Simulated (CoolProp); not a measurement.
R407C along the isotherm 261.4 K: Z from the reference equation and from simpler models built on Tc = 359.3 K, pc = 4632 kPa, ω = 0.363; each cubic takes its own stable root.

Computed with CoolProp (reference Helmholtz-energy equation of state, Lemmon 2003). It is a pseudo-pure fit of the blend.

```
p (kPa)   phase  reference
-------  ------  ---------
827      liquid    0.02564
1650     liquid    0.05103
2480     liquid    0.07653
3310     liquid     0.1019
4140     liquid     0.1272
4960     liquid     0.1520
5790     liquid     0.1771
6620     liquid     0.2021
7440     liquid     0.2267
8270     liquid     0.2514
9100     liquid     0.2761
9930     liquid     0.3007
10800    liquid     0.3265
11600    liquid     0.3500
```

**Question.** How far does each simpler model (van der Waals, Redlich-Kwong, Soave-Redlich-Kwong, Peng-Robinson) lie from the reference over these 14 states: mean and median of the absolute difference, and the worst?

**Answer.** 
- van der Waals: mean 297.9 %, median 66.3 %, worst +3306.4 % at 261.4 K and 827 kPa
- Redlich-Kwong: mean 17.3 %, median 17.2 %, worst +19.1 % at 261.4 K and 827 kPa
- Soave-Redlich-Kwong: mean 11.5 %, median 11.5 %, worst +12.0 % at 261.4 K and 827 kPa
- Peng-Robinson: mean 1.3 %, median 1.3 %, worst -1.4 % at 261.4 K and 11600 kPa

At some of these states van der Waals gives the other phase, because its saturation line lies elsewhere.
